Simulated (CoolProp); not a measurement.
Vapour pressure (MPa) of chlorine: the reference equation beside estimates from Tc = 416.9 K, pc = 7.642 MPa, ω = 0.070.

Values from CoolProp's reference Helmholtz-energy equation of state, Thol 2021.

```
T (K)  reference  van der Waals  Redlich-Kwong
-----  ---------  -------------  -------------
270.5     0.3372          1.029         0.3405
274.3     0.3822          1.109         0.3875
278       0.4303          1.191         0.4378
281.8     0.4842          1.279         0.4943
285.6     0.5431          1.372         0.5559
289.3     0.6054          1.466         0.6211
293.1     0.6747          1.567         0.6936
296.8     0.7477          1.670         0.7699
```

Absolute difference from the reference over all 8 rows, mean and median: van der Waals 160.8 and 158.4 %, Redlich-Kwong 2.1 and 2.2 %.
